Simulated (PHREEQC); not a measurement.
Solution (37 °C): 1.2 mol KOH and 1.3 mol KNO3 per kg of water. It is in equilibrium with CO2 at log p = -1 (atm). Otherwise closed; pH follows from the charge balance.

All values are PHREEQC results (ion-association model, phreeqc.dat), not measurements.

| quantity | before | after |
|---|---|---|
| pH | 8.70 | 6.92 |
| ionic strength (mol/kgw) | 2.62 | 0.0250 |
| HCO3- (mol/kgw) | 0.953 | 0.0120 |
| CO3-2 (mol/kgw) | 0.123 | 8.87e-6 |
| CO2 (mol/kgw) | 0.00138 | 0.00252 |
| (CO2)2 (mol/kgw) | 9.30e-8 | 1.69e-7 |

Problem. Name the change that produced these shifts.
(A) diluted 100-fold with water
(B) KNO3 from 1.3 to 1.17 mol/kgw
(C) temperature from 37 to 40 °C
(D) temperature from 37 to 20 °C
(E) diluted 2-fold with water

Solution. A, diluted 100-fold with water

Precipitation was switched off in this run. The ionic strength passes 0.7 mol/kgw, the rough limit of the ion-association models, in before. Away from 25 °C the constants follow the database's enthalpies or fits; those with neither stay at their 25 °C values.
